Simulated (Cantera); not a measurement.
# Si₂Cl₆ + HCl + N₂ (silicon epitaxy and polysilicon growth)

Feed: 1 mol Si₂Cl₆, 0.021 mol HCl, a varied amount of N₂, held at 4900 Pa.

Equilibrium computed with Cantera from the NASA thermochemical tables; the gas is ideal and each condensed phase is pure. Candidate condensed phases: NH₄Cl, Si, Si₃N₄; 28 gas species. The feed counts by its element totals alone. N₂ is the only nitrogen source here; it is nearly inert below about 1500 K, so the nitride shown seldom forms there in practice. The tables' values for SiCl₃ are old estimates. Kinetics and transport are ignored.

Stable condensed phases:

```
T in K \ n(N₂) in mol
          20  31  42  54  65  76  87  98 110 120
   1623    A   A   A   A   A   A   A   A   A   A
   1598    A   A   A   A   A   A   A   A   A   A
   1573    A   A   A   A   A   A   A   A   A   A
   1548    A   A   A   A   A   A   A   A   A   A
   1523    A   A   A   A   A   A   A   A   A   A
   1498    B   A   A   A   A   A   A   A   A   A
   1473    B   B   B   A   A   A   A   A   A   A
   1448    B   B   B   B   B   B   B   B   B   A
   1423    B   B   B   B   B   B   B   B   B   B
   1398    B   B   B   B   B   B   B   B   B   B
   1373    B   B   B   B   B   B   B   B   B   B
   1348    B   B   B   B   B   B   B   B   B   B
   1323    B   B   B   B   B   B   B   B   B   B
   1298    B   B   B   B   B   B   B   B   B   B
```

A: gas only; B: Si₃N₄.
